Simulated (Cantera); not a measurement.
An isothermal plug-flow reactor at 500 K and 2.20 bar (inlet), inlet velocity 0.37 m/s, active area per volume 7700 1/m; feed 2.78 % H₂, 12.8 % O₂, 84.4 % N₂.

Detailed kinetics in Cantera: Deutschmann's 1995 Pt surface mechanism with GRI-Mech 3.0 gas chemistry. Catalytic surfaces can have several steady states; this one follows from the mechanism file's or the stated starting coverage. Mass transfer to the wall is taken as infinitely fast.

Predict: x(H₂) at z = 0.0035 m; x(O₂) at z = 0.0035 m; x(H₂O) at z = 0.0035 m; θ(O*) at the exit; θ(OH*) at the exit.


```json
{
 "x(H₂) at z = 0.0035 m": "3.97e-5",
 "x(O₂) at z = 0.0035 m": "0.116",
 "x(H₂O) at z = 0.0035 m": "0.0281",
 "θ(O*) at the exit": "0.992",
 "θ(OH*) at the exit": "0.00710"
}
```
